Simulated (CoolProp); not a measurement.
Ethanol along the isotherm 620 K: Z from the reference equation and from simpler models built on Tc = 514.7 K, pc = 62.68 bar, ω = 0.644; each cubic takes its own stable root.

Values from CoolProp's reference Helmholtz-energy equation of state, Schroeder 2014.

```csv
p (bar),phase,reference,van der Waals,Redlich-Kwong,Soave-Redlich-Kwong,Peng-Robinson
0.991,gas,0.9981,0.9970,0.9969,0.9977,0.9972
1.45,gas,0.9972,0.9957,0.9954,0.9966,0.9959
2.14,gas,0.9958,0.9936,0.9933,0.9950,0.9939
3.13,gas,0.9939,0.9906,0.9902,0.9927,0.9911
4.6,gas,0.9910,0.9861,0.9855,0.9892,0.9870
6.75,gas,0.9868,0.9796,0.9787,0.9842,0.9809
9.91,gas,0.9806,0.9698,0.9686,0.9768,0.9720
14.5,gas,0.9715,0.9554,0.9538,0.9661,0.9590
21.4,gas,0.9576,0.9331,0.9312,0.9499,0.9398
31.3,gas,0.9371,0.8997,0.8981,0.9269,0.9125
46,gas,0.9053,0.8468,0.8476,0.8932,0.8729
67.5,supercritical,0.8551,0.7606,0.7710,0.8458,0.8182
99.1,supercritical,0.7709,0.6173,0.6595,0.7847,0.7495
145,supercritical,0.6418,0.5513,0.5688,0.7311,0.6894
214,supercritical,0.5813,0.6580,0.6054,0.7394,0.6888
313,supercritical,0.6625,0.8510,0.7332,0.8381,0.7723
```
